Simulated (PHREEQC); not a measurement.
Solution (25 °C): 0.58 mmol/kgw H2S and 110 mmol/kgw NaHCO3. Closed to the air; pH follows from the charge balance.

Equilibrium calculation in PHREEQC: ion-association model, phreeqc.dat.

**Question.** The ionic strength comes out as 0.107 mol/kgw. What activity coefficients do HCO3-, Na+, OH-, NaCO3-, CO3-2 get?

**Answer.** HCO3- 0.79, Na+ 0.78, OH- 0.76, NaCO3- 0.78, CO3-2 0.38.

No solid was allowed to form.
